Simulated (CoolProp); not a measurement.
Saturation properties of R236FA.

The numbers come from the reference Helmholtz-energy equation of state, Pan 2012 in CoolProp.

```tsv
T (K)	p (kPa)	enthalpy of vaporisation (kJ/kg)	liquid cp (kJ/(kg K))	vapour Z	surface tension (mN/m)	vapour viscosity (µPa s)
206.6	2.250	190.9	1.167	…	21.6	7.56
216.6	4.874	185.9	1.162	0.9951	20.2	7.93
226.5	9.641	181.2	1.161	0.9917	18.8	8.29
236.5	17.87	176.4	1.164	0.9868	17.5	8.66
246.4	…	171.7	1.169	0.9802	16.1	9.02
256.3	51.01	166.9	1.176	0.9715	14.8	9.38
266.3	80.62	162.1	1.187	0.9605	13.5	9.74
276.2	121.9	157.1	1.200	0.9470	12.3	10.1
286.2	178.9	151.9	1.215	…	11.0	10.4
296.1	253.8	146.5	1.234	0.9115	9.83	10.8
306	350.8	140.7	1.255	0.8891	8.66	11.1
316	475.1	134.5	1.281	0.8630	7.50	11.5
325.9	628.7	127.9	1.312	0.8333	…	11.9
335.9	819.3	120.6	1.351	0.7991	5.30	12.3
345.8	1048	112.6	1.400	0.7603	4.27	12.9
```

**Question.** Fill in the missing entries.

**Answer.** 
- 206.6, vapour Z: 0.9973
- 246.4, p (kPa): 30.99
- 286.2, vapour Z: 0.9306
- 325.9, surface tension (mN/m): 6.39

It boils at 271.7 K under 1 atm.

Viscosity comes from a separate model (Huber 2003), an estimate that may be off by 10 % or more. Surface tension comes from a separate correlation (Mulero 2012).
